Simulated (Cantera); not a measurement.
# Equilibrium for carbothermic reduction: Cu2O + C + CO

Input: 1 mol Cu2O, 0.74 mol C, 0.02 mol CO, held at 0.00133 bar.

Equilibrium computed with Cantera from the NASA thermochemical tables; the gas is ideal and each condensed phase is pure. Candidate condensed phases: C, Cu, CuO, Cu2O; 15 gas species. Equilibrium is a limit: real reactors are often held back by kinetics, nucleation or transport.

```tsv
T (K)	log p Cu	log p CO	log p CO2	log p O	log p O2	n Cu(s)	n Cu(l)
898	-12.79	-3.06	-3.34	<-14	<-14	2.00	0
1048	-10.01	-3.06	-3.34	<-14	<-14	2.00	0
1198	-7.93	-3.06	-3.34	<-14	<-14	2.00	0
1348	-6.33	-3.06	-3.34	-13.09	-13.39	2.00	0
1498	-5.10	-3.06	-3.34	-11.01	-11.21	0	2.00
1648	-4.10	-3.08	-3.37	-9.31	-9.44	0	1.95
1798	-3.28	-3.28	-3.56	-7.90	-7.96	0	1.50
1948	-3.02	-3.62	-3.90	-6.71	-6.72	0	0
2098	-3.02	-3.61	-3.92	-5.72	-5.71	0	0
2248	-3.02	-3.57	-4.02	-4.97	-5.06	0	0
2398	-3.03	-3.53	-4.25	-4.47	-4.81	0	0
2548	-3.04	-3.49	-4.61	-4.18	-4.88	0	0
```
log p: log10 of the partial pressure in bar; n: condensed amount in mol.

From 898 K to 1348 K the condensed part is Cu(s). From 1498 K to 1798 K the condensed part is Cu(l). From 1948 K to 2548 K nothing is condensed.
